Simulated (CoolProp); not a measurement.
Saturation properties of R1336mzz(E).

Values from CoolProp's reference Helmholtz-energy equation of state, Akasaka 2023.

| T (K) | p (kPa) | liquid density (kg/m³) | enthalpy of vaporisation (kJ/kg) | vapour Z |
|---|---|---|---|---|
| 252.8 | 27.48 | 1451 | 167.4 | 0.9813 |
| 260.5 | 40.63 | 1431 | 163.7 | 0.9750 |
| 268.3 | 58.69 | 1411 | 159.9 | 0.9671 |
| 276 | 82.29 | 1390 | 156.0 | 0.9579 |
| 283.7 | 112.8 | 1368 | 152.1 | 0.9471 |
| 291.4 | 151.6 | 1346 | 148.1 | 0.9345 |
| 299.1 | 200.0 | 1323 | 143.9 | 0.9201 |
| 306.9 | 260.4 | 1298 | 139.5 | 0.9035 |
| 314.6 | 332.8 | 1273 | 135.0 | 0.8851 |
| 322.3 | 419.7 | 1246 | 130.2 | 0.8644 |
| 330 | 522.9 | 1218 | 125.1 | 0.8414 |
| 337.7 | 644.2 | 1187 | 119.7 | 0.8158 |
| 345.5 | 787.6 | 1154 | 113.8 | 0.7872 |

It boils at 281.0 K under 1 atm.
